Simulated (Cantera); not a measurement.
An adiabatic, constant-volume homogeneous reactor starts with H2 : O2 : N2 = 1 : 0.312 : 1.17 (molar parts), equivalence ratio 1.6, at 1723 K and 0.938 atm. Integrator tolerance rtol = 1e-08.

Cantera simulation using GRI-Mech 3.0 (53 species, 325 reactions); the numbers are that mechanism's predictions, not measurements. Above 3000 K some thermodynamic fits are extrapolated.

**Question.** What does this change do: initial temperature 1723 to 1148 K?

**Answer.** 
| quantity | before | after |
|---|---|---|
| time of steepest temperature rise | 7.45 µs | 68.3 µs |
| temperature at 2.00 s | 3030 K | 2911 K |
| equilibrium temperature | 3030 K | 2911 K |
| x(H2) at 2.00 s | 0.166 (gas-phase equilibrium 0.166) | 0.167 (gas-phase equilibrium 0.167) |
| x(O2) at 2.00 s | 0.00308 (gas-phase equilibrium 0.00308) | 0.00120 (gas-phase equilibrium 0.00120) |
| x(H2O2) at 2.00 s | 2.86e-7 (gas-phase equilibrium 2.86e-7) | 1.97e-7 (gas-phase equilibrium 1.97e-7) |
| x(NO) at 2.00 s | 0.00483 (gas-phase equilibrium 0.00483) | 0.00263 (gas-phase equilibrium 0.00263) |
| x(OH) at 2.00 s | 0.0268 (gas-phase equilibrium 0.0268) | 0.0158 (gas-phase equilibrium 0.0158) |
| x(H2O) at 2.00 s | 0.229 (gas-phase equilibrium 0.229) | 0.256 (gas-phase equilibrium 0.256) |

**Question.** What does this change do: constant pressure in place of constant volume?

**Answer.** 
```tsv
quantity	before	after
time of steepest temperature rise	7.45 µs	7.52 µs
temperature at 2.00 s	3030 K	2908 K
equilibrium temperature	3030 K	2908 K
x(H2) at 2.00 s	0.166 (gas-phase equilibrium 0.166)	0.165 (gas-phase equilibrium 0.165)
x(O2) at 2.00 s	0.00308 (gas-phase equilibrium 0.00308)	0.00241 (gas-phase equilibrium 0.00241)
x(H2O2) at 2.00 s	2.86e-7 (gas-phase equilibrium 2.86e-7)	1.72e-7 (gas-phase equilibrium 1.72e-7)
x(NO) at 2.00 s	0.00483 (gas-phase equilibrium 0.00483)	0.00369 (gas-phase equilibrium 0.00369)
x(OH) at 2.00 s	0.0268 (gas-phase equilibrium 0.0268)	0.0222 (gas-phase equilibrium 0.0222)
x(H2O) at 2.00 s	0.229 (gas-phase equilibrium 0.229)	0.240 (gas-phase equilibrium 0.240)
```

**Question.** What does this change do: pressure from 0.938 atm to 8.68 atm?

**Answer.** 
| quantity | before | after |
|---|---|---|
| time of steepest temperature rise | 7.45 µs | 0.829 µs |
| temperature at 2.00 s | 3030 K | 3282 K |
| equilibrium temperature | 3030 K | 3282 K |
| x(H2) at 2.00 s | 0.166 (gas-phase equilibrium 0.166) | 0.170 (gas-phase equilibrium 0.170) |
| x(O2) at 2.00 s | 0.00308 (gas-phase equilibrium 0.00308) | 0.00158 (gas-phase equilibrium 0.00158) |
| x(H2O2) at 2.00 s | 2.86e-7 (gas-phase equilibrium 2.86e-7) | 9.71e-7 (gas-phase equilibrium 9.71e-7) |
| x(NO) at 2.00 s | 0.00483 (gas-phase equilibrium 0.00483) | 0.00461 (gas-phase equilibrium 0.00461) |
| x(OH) at 2.00 s | 0.0268 (gas-phase equilibrium 0.0268) | 0.0217 (gas-phase equilibrium 0.0217) |
| x(H2O) at 2.00 s | 0.229 (gas-phase equilibrium 0.229) | 0.245 (gas-phase equilibrium 0.245) |
The hydrogen kinetics of GRI-Mech 3.0 are dated; newer H2 mechanisms differ, most at raised pressure.
